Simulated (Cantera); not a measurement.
Charge: 1 mol c-C₄F₈, 0.95 mol F₂, at 550 °C and 0.0825 Torr.

Equilibrium computed with Cantera from the NASA thermochemical tables; the gas is ideal and each condensed phase is pure. Candidate condensed phases: C; 13 gas species. The feed counts by its element totals alone. Condensed phases not in the tables: fluorocarbon polymer. Gases not in the tables: C₂F₆ and larger saturated fluorocarbons. Kinetics and transport are ignored.

What is the equilibrium state?


| Quantity | Value |
|---|---|
| x(CF₄) | 1.00 |
| n(C(graphite)) | 1.52 mol |
| gas amount | 2.475 mol |
